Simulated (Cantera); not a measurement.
A perfectly stirred reactor is fed with 0.0934 % CH4, 0.642 % O2, 99.3 % N2, equivalence ratio 0.29, at 500000 Pa; it is held at 1550 K, and followed from long to short residence time.

Detailed kinetics in Cantera: GRI-Mech 3.0 (53 species, 325 reactions).

x: mole fraction; the columns are a selection and need not sum to one.

| τ (s) | x CH4 | x O2 | x C2H4 | x CH2 | x CO2 |
|---|---|---|---|---|---|
| 5.9 | 1.08e-7 | 0.00455 | 1.28e-11 | 5.42e-11 | 0.000933 |
| 1.7 | 2.63e-7 | 0.00455 | 5.35e-11 | 1.74e-10 | 0.000931 |
| 0.48 | 6.34e-7 | 0.00455 | 1.95e-10 | 5.48e-10 | 0.000925 |
| 0.14 | 1.46e-6 | 0.00456 | 5.94e-10 | 1.60e-9 | 0.000913 |
| 0.039 | 3.40e-6 | 0.00457 | ___ | 4.64e-9 | 0.000881 |
| 0.011 | 7.63e-6 | 0.00461 | ___ | 1.28e-8 | 0.000810 |
| 0.0032 | 1.67e-5 | 0.00468 | ___ | 3.39e-8 | 0.000679 |
| 0.00092 | 3.90e-5 | 0.00482 | ___ | 9.35e-8 | 0.000477 |

### Question
Some entries are withheld; supply them.

### Answer

- 0.039, x C2H4: 1.65e-9
- 0.011, x C2H4: 4.18e-9
- 0.0032, x C2H4: 1.07e-8
- 0.00092, x C2H4: 3.73e-8
